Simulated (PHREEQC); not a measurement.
A solution holds 0.021 mol/kgw HF, 0.011 mol/kgw NH4F and 0.061 mol/kgw H3PO4, at 70 °C. Closed to the air; pH follows from the charge balance.

The numbers come from PHREEQC with the ion-association model, phreeqc.dat.

```
Property                       Value
--------------------  --------------
pH                              2.02
ionic strength        0.0220 mol/kgw
specific conductance     10600 µS/cm
total alkalinity        -82.0 meq/kg
```

```
species  molality  activity   log γ
-------  --------  --------  ------
H3PO4      0.0402    0.0404   0.002
HF         0.0307    0.0308   0.002
H2PO4-     0.0208    0.0179  -0.065
NH4+       0.0110   0.00929  -0.074
H+         0.0110   0.00962  -0.057
F-        0.00105  0.000890  -0.070
HF2-     0.000140  0.000120  -0.068
```

Precipitation was switched off in this run. Away from 25 °C the constants follow the database's enthalpies or fits; those with neither stay at their 25 °C values.
